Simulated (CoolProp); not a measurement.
Vapour-liquid equilibrium of R113 (1) + acetone (2) at 419 K; x and y are mole fractions of (1).

Values from CoolProp's multi-fluid Helmholtz-energy mixture model, Marx 1992 and Lemmon 2006; pair parameters Bell 2016.

```csv
x,"bubble pressure, mixture model (MPa)","bubble pressure, Raoult's law (MPa)","y, mixture model","y, Raoult's law"
0.05,1.096,1.056,0.078,0.054
0.2,1.197,1.068,0.260,0.212
0.35,1.258,1.080,0.398,0.367
0.5,1.286,1.092,0.516,0.518
0.65,1.285,1.104,0.632,0.666
0.8,1.251,1.115,0.761,0.811
0.95,1.171,1.127,0.928,0.953
```

The largest gap from Raoult's law is +17.8 % in bubble pressure, at x = 0.5. y crosses x between x = 0.5 and 0.65: the model has an azeotrope there.

The pair parameters rest on a limited set of measurements; away from them the model extrapolates.
